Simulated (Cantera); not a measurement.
A closed system holds: 1 mol C6H6, 7.1 mol H2, held at 1400000 Pa.

Cantera equilibrium calculation (NASA polynomials, part measured and part estimated; ideal gas, pure solids and liquids). Candidate condensed phases: C, C6H6, C7H8, C8H18; 76 gas species. Kinetics and transport are ignored.

Task: At 1175 °C, list the 3 most abundant gas species with their mole fractions, and the condensed phases.

Result: H2 0.957, CH4 0.0428, C2H4 2.98e-5. Condensed: C(graphite).
